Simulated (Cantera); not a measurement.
Source: NASA polynomial tables (part measured, part estimated), evaluated in Cantera. Values are per mole of reaction as written; species without (g) are pure solids or liquids, kept so even where they would boil at 1 bar.

3 SO₂(g) + 2 NO₂(g) ⇌ 3 SO₃(g) + N₂O(g), with ΔH° = -283.5 kJ and ΔS° = -234.6 J/K at 300 K.

Task: How far is the shortcut ΔG° ≈ ΔH°(300 K) − T·ΔS°(300 K) from the full temperature-dependent value at 2250, 2325, 2400, 2475, 2550, 2625, 2700, 2775, 2850, 2925 K?

Result: 
```csv
T (K),shortcut (kJ),full (kJ),difference (kJ),difference in log10 K
2250,244.4,221.3,23.1,-0.54
2325,262.0,237.3,24.7,-0.55
2400,279.6,253.3,26.3,-0.57
2475,297.2,269.2,28.0,-0.59
2550,314.8,285.2,29.6,-0.61
2625,332.4,301.1,31.3,-0.62
2700,350.0,316.9,33.1,-0.64
2775,367.6,332.8,34.8,-0.66
2850,385.2,348.6,36.6,-0.67
2925,402.8,364.4,38.4,-0.69
```
The shortcut ignores the heat-capacity change of the reaction.
